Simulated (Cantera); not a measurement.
**Thermodynamics of carbon deposition, reforming and gasification, feed C2H5OH + H2O**

A closed system holds: 1 mol C2H5OH, 0.38 mol H2O, at 2.00 mbar.

Method: chemical equilibrium by Gibbs-energy minimisation in Cantera with the NASA 1993 tables (ideal gas, pure condensed phases). Candidate condensed phases: C, C6H6, C7H8, C8H18, H2O; 131 gas species. Ions and electrons are included (thermal ionisation). Rates play no part.

```tsv
T (K)	x H	x CO	x C	x O	x H2	x C3	x C2
3000	0.748	0.172	0.0122	1.59e-8	0.0448	0.0173	0.00366
3250	0.774	0.163	0.0373	1.45e-7	0.0116	0.00802	0.00521
3500	0.771	0.159	0.0622	1.55e-6	0.00341	0.00107	0.00287
3750	0.771	0.158	0.0690	1.72e-5	0.00118	6.77e-5	0.000868
4000	0.771	0.157	0.0704	0.000153	0.000468	4.88e-6	0.000265
4250	0.771	0.156	0.0716	0.00105	0.000206	4.76e-7	9.25e-5
4500	0.767	0.151	0.0757	0.00545	9.85e-5	6.81e-8	3.94e-5
4750	0.756	0.135	0.0888	0.0196	4.98e-5	1.66e-8	2.29e-5
5000	0.735	0.103	0.114	0.0473	2.61e-5	6.45e-9	1.74e-5
```
x: gas mole fraction; nothing condenses.

From 3000 K to 5000 K nothing is condensed. The main C-bearing gas is CO at 3000 K and C at 5000 K.
